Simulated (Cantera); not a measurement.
# Ignition delay

Mixture: 20.4 % CH4, 20.4 % O2, 59.2 % N2, at 10.0 bar, adiabatic and at constant pressure. Ignition delay is the time to a rise of 400 K.

Cantera simulation using GRI-Mech 3.0 (53 species, 325 reactions); the numbers are that mechanism's predictions, not measurements.

```
T0 (K)  delay (ms)
------  ----------
1123          15.2
1223          4.21
1323          1.31
1423         0.449
1523         0.166
1623        0.0658
1723        0.0283
1823        0.0133
1923       0.00691
2023       0.00393
```

| Quantity | Value |
|---|---|
| apparent activation energy between 1823 and 2023 K | 190 kJ/mol |
